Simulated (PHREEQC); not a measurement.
**Hard or scaling water (model solution)**

A solution holds 0.0094 mol CaCl2, 0.27 mol Na2HPO4 and 0.00021 mol H4SiO4 per kg of water, at 46 °C. Closed to the air; pH follows from the charge balance.

All values are PHREEQC results (ion-association model, phreeqc.dat), not measurements.

Each row changes one thing in this solution. No solid was allowed to form.

```
case                                       pH  ionic strength (mol/kgw)  Na+ (mol/kgw)  HPO4-2 (mol/kgw)  NaHPO4- (mol/kgw)  H2PO4- (mol/kgw)  SI of Quartz (SiO2)
---------------------------------------  ----  ------------------------  -------------  ----------------  -----------------  ----------------  -------------------
as made                                  8.24                     0.719          0.500             0.216             0.0402           0.00483                +0.06
H4SiO4 from 0.00021 to 0.000231 mol/kgw  8.24                     0.719          0.500             0.216             0.0402           0.00483                +0.10
diluted 100-fold with water              8.64                   0.00802        0.00538           0.00255            1.82e-5           6.36e-5                  [?]
H4SiO4 from 0.00021 to 0.00105 mol/kgw   8.24                     0.719          0.500             0.216             0.0402           0.00487                  [?]
CaCl2 from 0.0094 to 0.0141 mol/kgw      8.13                     0.716          0.501             0.211             0.0394           0.00606                  [?]
```

**Question.** Complete the blanks.

**Answer.** 
- diluted 100-fold with water, SI of Quartz (SiO2): -2.04
- H4SiO4 from 0.00021 to 0.00105 mol/kgw, SI of Quartz (SiO2): +0.76
- CaCl2 from 0.0094 to 0.0141 mol/kgw, SI of Quartz (SiO2): +0.07

The ionic strength passes 0.7 mol/kgw, the rough limit of the ion-association models, in as made; H4SiO4 from 0.00021 to 0.000231 mol/kgw; H4SiO4 from 0.00021 to 0.00105 mol/kgw; CaCl2 from 0.0094 to 0.0141 mol/kgw. Species that the database lacks are ignored. Some of these states are supersaturated (in Hydroxyapatite, Quartz (slow to form), for instance). At this temperature some constants are extrapolated from 25 °C, and those without enthalpy data are left unchanged.
